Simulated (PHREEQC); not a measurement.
Buffer: speciation

Solution (25 °C): 0.0019 mol/kgw KH2PO4, 0.19 mol/kgw NaF and 0.066 mol/kgw NaCl. Closed to the air; pH follows from the charge balance.

All values are PHREEQC results (ion-association model, phreeqc.dat), not measurements.

Each row changes one thing in this solution. This is a speciation only: nothing precipitates in the calculation.

```tsv
case	pH	ionic strength (mol/kgw)	Na+ (mol/kgw)	H2PO4- (mol/kgw)	HPO4-2 (mol/kgw)	NaHPO4- (mol/kgw)	SI of Halite (NaCl)	SI of Sylvite (KCl)
as made	6.00	0.246	0.244	0.00160	0.000261	3.46e-5	-3.65	-5.11
NaF left out	4.89	0.0679	0.0660	0.00188	?	9.38e-7	-4.12	-5.00
0.26 mol/kgw Na2SO4 added	5.82	0.821	0.656	0.00160	0.000243	6.10e-5	-3.28	-5.29
0.33 mol/kgw KCl added	5.89	?	0.246	0.00159	0.000257	2.64e-5	-2.92	-2.17
0.13 mol/kgw HNO3 added	2.58	0.258	0.253	0.00150	9.62e-8	1.30e-8	-3.64	-5.12
KH2PO4 from 0.0019 to 0.00209 mol/kgw	5.97	0.246	0.244	0.00178	0.000275	3.64e-5	-3.65	-5.07
diluted 2-fold with water	6.02	0.125	0.124	0.000821	0.000118	1.00e-5	-4.19	-5.66
KH2PO4 from 0.0019 to 0.0038 mol/kgw	5.83	0.248	0.244	0.00337	0.000378	5.00e-5	-3.65	-4.81
```

### Question
Complete the blanks.

### Answer

- NaF left out, HPO4-2 (mol/kgw): 1.72e-5
- 0.33 mol/kgw KCl added, ionic strength (mol/kgw): 0.578

The ionic strength passes 0.7 mol/kgw, the rough limit of the ion-association models, in 0.26 mol/kgw Na2SO4 added.
